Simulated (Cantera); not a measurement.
## Carbothermic reduction: Fe₃O₄ + CH₄ + N₂

A closed system holds: 1 mol Fe₃O₄, a varied amount of CH₄, 1.8 mol N₂, held at 2300 K and 420000 Pa.

Method: chemical equilibrium by Gibbs-energy minimisation in Cantera with the NASA 1993 tables (ideal gas, pure condensed phases). Candidate condensed phases: C, C₆H₆, C₇H₈, C₈H₁₈, Fe, Fe(CO)₅, FeO, Fe(OH)₂, Fe(OH)₃, Fe₂O₃, Fe₃O₄, H₂O; 140 gas species. Each liquid is taken as pure. Mutual solubility and eutectic melting of coexisting phases are not modelled. The tables' stoichiometric FeO is somewhat more stable than real wüstite, so its field is too wide. FeO: taken at fixed stoichiometry. Kinetics and transport are ignored.

| n(CH₄) (mol) | x N₂ | x H₂ | x CO | x H₂O | x CO₂ | x H | x Fe | x OH | n Fe(l) | n FeO(l) |
|---|---|---|---|---|---|---|---|---|---|---|
| 0.6 | 0.499 | 0.223 | 0.153 | 0.108 | 0.0132 | 0.00223 | 0.00158 | 0.000174 | 0.0335 | 2.96 |
| 0.69 | 0.464 | 0.239 | 0.164 | 0.116 | 0.0142 | 0.00231 | 0.00158 | 0.000180 | 0.189 | 2.80 |
| 0.8 | 0.427 | 0.255 | 0.175 | 0.124 | 0.0151 | 0.00238 | 0.00158 | 0.000186 | 0.379 | 2.61 |
| 0.91 | 0.396 | 0.269 | 0.184 | 0.130 | 0.0159 | 0.00245 | 0.00158 | 0.000191 | 0.569 | 2.42 |
| 1.1 | 0.352 | 0.289 | 0.198 | 0.140 | 0.0171 | 0.00254 | 0.00158 | 0.000198 | 0.897 | 2.09 |
| 1.2 | 0.332 | 0.297 | 0.204 | 0.144 | 0.0176 | 0.00258 | 0.00158 | 0.000201 | 1.07 | 1.92 |
| 1.4 | 0.299 | 0.312 | 0.214 | 0.151 | 0.0185 | 0.00264 | 0.00158 | 0.000206 | 1.42 | 1.57 |
| 1.6 | 0.272 | 0.324 | 0.222 | 0.157 | 0.0192 | 0.00269 | 0.00158 | 0.000210 | 1.76 | 1.23 |
| 1.8 | 0.249 | 0.335 | 0.229 | 0.162 | 0.0198 | 0.00273 | 0.00158 | 0.000213 | 2.11 | 0.880 |
| 2.1 | 0.222 | 0.347 | 0.238 | 0.168 | 0.0206 | 0.00278 | 0.00158 | 0.000217 | 2.62 | 0.360 |
| 2.4 | 0.199 | 0.372 | 0.247 | 0.158 | 0.0187 | 0.00288 | 0.00158 | 0.000197 | 2.98 | 0 |
| 2.8 | 0.176 | 0.440 | 0.262 | 0.106 | 0.0113 | 0.00313 | 0.00158 | 0.000121 | 2.98 | 0 |
| 3.2 | 0.157 | 0.494 | 0.274 | 0.0636 | 0.00627 | 0.00332 | 0.00158 | 6.88e-5 | 2.98 | 0 |
x: gas mole fraction; n: condensed amount in mol.

From 0.6 mol CH₄ to 2.1 mol CH₄ the condensed part is Fe(l) + FeO(l). From 2.4 mol CH₄ to 3.2 mol CH₄ the condensed part is Fe(l). The main Fe-bearing gas is Fe throughout.
